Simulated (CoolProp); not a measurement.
Vapour pressure (MPa) of chlorine: the reference equation beside estimates from Tc = 416.9 K, pc = 7.642 MPa, ω = 0.070. Clausius-Clapeyron is anchored at 236.8 K with a constant enthalpy of vaporisation of 20.44 kJ/mol.

Computed with CoolProp (reference Helmholtz-energy equation of state, Thol 2021).

| T (K) | reference | Lee-Kesler | Clausius-Clapeyron | van der Waals | Redlich-Kwong | Soave-Redlich-Kwong | Peng-Robinson |
|---|---|---|---|---|---|---|---|
| 222.9 | 0.04658 | 0.04856 | 0.04766 | 0.3301 | 0.04177 | 0.04823 | 0.05086 |
| 227.5 | 0.05875 | 0.06094 | 0.05956 | 0.3755 | 0.05370 | 0.06057 | 0.06352 |
| 232.2 | … | … | 0.07413 | 0.4263 | 0.06853 | 0.07567 | 0.07894 |
| 236.8 | 0.09106 | 0.09365 | 0.09106 | 0.4805 | 0.08599 | 0.09320 | … |
| 241.5 | 0.1120 | 0.1148 | 0.1115 | 0.5406 | 0.1072 | 0.1143 | … |
| 246.1 | 0.1360 | 0.1389 | 0.1348 | 0.6042 | 0.1317 | 0.1384 | 0.1424 |
| 250.8 | 0.1645 | 0.1675 | 0.1626 | 0.6744 | 0.1610 | 0.1669 | 0.1711 |
| 255.4 | 0.1967 | 0.1998 | 0.1940 | 0.7482 | 0.1942 | 0.1990 | 0.2034 |

**Question.** Fill in the missing entries.

**Answer.** 
- 232.2, reference: 0.07368
- 232.2, Lee-Kesler: 0.07607
- 236.8, Peng-Robinson: 0.09677
- 241.5, Peng-Robinson: 0.1181

Absolute difference from the reference over all 8 rows, mean and median: Lee-Kesler 2.8 and 2.7 %, Clausius-Clapeyron 1.0 and 1.0 %, van der Waals 421.4 and 405.2 %, Redlich-Kwong 5.3 and 4.9 %, Soave-Redlich-Kwong 2.3 and 2.2 %, Peng-Robinson 6.0 and 5.9 %.
